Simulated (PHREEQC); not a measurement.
Solution (25 °C): 0.14 mol/kgw H2SO4, 0.0035 mol/kgw CO2 and 0.079 mol/kgw KOH. Closed to the air; pH follows from the charge balance.

Computed with PHREEQC (ion-association model, phreeqc.dat).

No solid was allowed to form.

### Question
Order these S species by the share of S that they hold, largest first: SO4-2, KSO4-, HSO4-.

### Answer
HSO4- (72 %), SO4-2 (24 %), KSO4- (3.5 %)

The pH is 1.10 and the ionic strength 0.208 mol/kgw.
